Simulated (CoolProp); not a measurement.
Vapour-liquid equilibrium of ethane (1) + propane (2) at 10.8 kPa; x and y are mole fractions of (1).

The numbers come from the multi-fluid Helmholtz-energy mixture model, Bücker 2006 and Lemmon 2009; pair parameters Kunz 2012 in CoolProp.

| x | bubble temperature (K) | y at the bubble point | dew temperature at overall composition x (K) | liquid density (mol/L) |
|---|---|---|---|---|
| 0.05 | 183.4 | 0.420 | 189.7 | 14.52 |
| 0.125 | 176.3 | 0.693 | 188.6 | 14.95 |
| 0.2 | 171.3 | 0.814 | 187.4 | 15.34 |
| 0.275 | 167.6 | 0.879 | 186.2 | 15.71 |
| 0.35 | 164.7 | 0.917 | 184.8 | 16.07 |
| 0.425 | 162.3 | 0.942 | 183.3 | 16.43 |
| 0.5 | 160.2 | 0.960 | 181.6 | 16.80 |
| 0.575 | 158.4 | 0.972 | 179.8 | 17.17 |
| 0.65 | 156.8 | 0.981 | 177.7 | 17.54 |
| 0.725 | 155.4 | 0.987 | 175.1 | 17.92 |
| 0.8 | 154.1 | 0.992 | 172.0 | 18.31 |
| 0.875 | 153.0 | 0.996 | 167.9 | 18.72 |
| 0.95 | 151.9 | 0.999 | 161.4 | 19.13 |

No azeotrope shows between x = 0.05 and 0.95.

Pair parameters are fitted to limited data, so mixtures are less certain than the pure fluids.
